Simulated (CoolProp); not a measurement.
A Linde-Hampson liquefier for ethane: isothermal reversible compression at 320 K from 1 atm to 40 MPa, throttling to 1 atm, return gas leaving the recuperator 0 K below the feed. Each further row changes one setting.

Computed with CoolProp (reference Helmholtz-energy equation of state, Bücker 2006).

| case | liquid yield per pass | compression work (kJ/kg of gas) |
|---|---|---|
| as stated | … | 414 |
| high pressure 80 MPa | 0.410 | … |
| warm-end temperature 350 K | … | 482 |
| warm-end gap 5 K | … | 414 |

### Question
Complete the blanks.

### Answer

- as stated, liquid yield per pass: 0.461
- high pressure 80 MPa, compression work (kJ/kg of gas): 499
- warm-end temperature 350 K, liquid yield per pass: 0.392
- warm-end gap 5 K, liquid yield per pass: 0.454
